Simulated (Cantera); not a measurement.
Charge: 1 mol B2O3, 0.18 mol O2, 170 mol H2, at 2075 K and 210 Pa.

Equilibrium computed with Cantera from the NASA thermochemical tables; the gas is ideal and each condensed phase is pure. Candidate condensed phases: B, B2O3, B3O3H3, H2O; 23 gas species. Kinetics and transport are ignored.

Base state: H2 0.928, H 0.0560, H2O 0.00450, HBO 0.00432, BO 0.00353, HBO2 0.00293, B2O3 0.000224, B2O2 4.91e-5 (mole fractions); condensed: gas only.

Question: What changes in the equilibrium state with this change: H2 from 170 to 36 mol?

Answer: 
```
species    before     after
-------  --------  --------
H2          0.928     0.887
H          0.0560    0.0547
HBO2      0.00293    0.0202
HBO       0.00432    0.0121
BO        0.00353    0.0101
H2O       0.00450    0.0106
B2O3     0.000224   0.00450
B2O2      4.91e-5  0.000400
```
